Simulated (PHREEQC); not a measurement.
Make-up at 20 °C: 0.0025 mol Cu(NO3)2, 5.6e-05 mol HCl and 0.0062 mol Na2SO4 per kg of water. Closed to the air; pH follows from the charge balance.

Model: ion-association model, phreeqc.dat, run in PHREEQC.

```tsv
quantity	before	after
Cu+2 (mol/kgw)	0.00186	0.000443
CuOH+ (mol/kgw)	3.18e-7	3.50e-7
CuCl+ (mol/kgw)	1.26e-7	7.78e-9
Cu2(OH)2+2 (mol/kgw)	3.56e-8	3.77e-8
```

**Question.** Name the change that produced these shifts.
A. Na2SO4 from 0.0062 to 0.0031 mol/kgw
B. Cu(NO3)2 from 0.0025 to 0.025 mol/kgw
C. diluted 5-fold with water
D. Na2SO4 left out
E. HCl from 5.6e-05 to 0.00028 mol/kgw

**Answer.** C, diluted 5-fold with water

Precipitation was switched off in this run.
